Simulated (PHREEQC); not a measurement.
Consider water at 20 °C with 0.023 mol/kgw ZnSO4, 0.03 mol/kgw CaCl2 and 0.00042 mol/kgw Na2SO4. Closed to the air; pH follows from the charge balance.

The numbers come from PHREEQC with the ion-association model, phreeqc.dat.

This is a speciation only: nothing precipitates in the calculation.

### Question
Order these S species by the share of S that they hold, largest first: SO4-2, CaSO4, Zn(SO4)2-2, ZnSO4.

### Answer
SO4-2 (50 %), CaSO4 (24 %), ZnSO4 (21 %), Zn(SO4)2-2 (4.2 %)

The pH is 5.55 and the ionic strength 0.137 mol/kgw. Examples of supersaturated solids here: Gypsum. Others may be too.
